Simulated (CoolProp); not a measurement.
n-perfluorohexane along the isotherm 450 K: Z from the reference equation and from simpler models built on Tc = 448.0 K, pc = 17.42 bar, ω = 0.497; each cubic takes its own stable root.

Model: reference Helmholtz-energy equation of state, Gao 2022, in CoolProp.

```tsv
p (bar)	phase	reference
12.4	gas	0.6841
24.9	supercritical	0.2221
37.3	supercritical	0.3019
49.8	supercritical	0.3841
62.2	supercritical	0.4645
74.6	supercritical	0.5436
87.1	supercritical	0.6222
99.5	supercritical	0.6990
112	supercritical	0.7755
124	supercritical	0.8482
137	supercritical	0.9260
149	supercritical	0.9972
162	supercritical	1.074
174	supercritical	1.144
```

### Question
How far does each simpler model (van der Waals, Redlich-Kwong, Soave-Redlich-Kwong, Peng-Robinson) lie from the reference over these 14 states: mean and median of the absolute difference, and the worst?

### Answer
- van der Waals: mean 42.9 %, median 44.3 %, worst +53.0 % at 450 K and 24.9 bar
- Redlich-Kwong: mean 13.6 %, median 12.2 %, worst +27.8 % at 450 K and 24.9 bar
- Soave-Redlich-Kwong: mean 13.8 %, median 12.3 %, worst +28.8 % at 450 K and 24.9 bar
- Peng-Robinson: mean 3.8 %, median 1.9 %, worst +16.4 % at 450 K and 24.9 bar
